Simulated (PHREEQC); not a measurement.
Dissolve 0.12 mol NaH2PO4, 0.27 mol HF and 1.8e-05 mol H4SiO4 per kg of water at 25 °C. Closed to the air; pH follows from the charge balance.

Equilibrium calculation in PHREEQC: ion-association model, phreeqc.dat.

No solid was allowed to form.

Task: Order these F species by the share of F that they hold, largest first: HF2-, F-, HF, NaF.

Result: HF (72 %), HF2- (17 %), F- (11 %), NaF (0.43 %)

The pH is 2.23 and the ionic strength 0.126 mol/kgw. Complexes and solids missing from the database can't appear. SiF6-2 is the database's only silicon fluoride.
